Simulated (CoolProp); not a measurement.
Vapour-liquid equilibrium of cyclohexane (1) + o-xylene (2) at 383.9 K; x and y are mole fractions of (1).

The numbers come from the multi-fluid Helmholtz-energy mixture model, Zhou 2014 and Zhou 2012; pair parameters Bell 2016 in CoolProp.

```csv
x,bubble pressure (kPa),y at the bubble point,dew pressure at overall composition x (kPa),liquid density (mol/L)
0.05,51.50,0.294,39.72,7.574
0.125,70.72,0.520,42.73,7.616
0.2,88.54,0.643,46.23,7.658
0.275,105.0,0.722,50.34,7.701
0.35,120.3,0.777,55.24,7.744
0.425,134.5,0.818,61.17,7.787
0.5,147.8,0.851,68.49,7.832
0.575,160.5,0.878,77.73,7.878
0.65,172.7,0.902,89.72,7.925
0.725,184.8,0.924,105.8,7.974
0.8,196.8,0.945,127.9,8.026
0.875,209.0,0.965,158.8,8.080
0.95,221.6,0.986,199.7,8.136
```

No azeotrope shows between x = 0.05 and 0.95.

Pair parameters are fitted to limited data, so mixtures are less certain than the pure fluids.
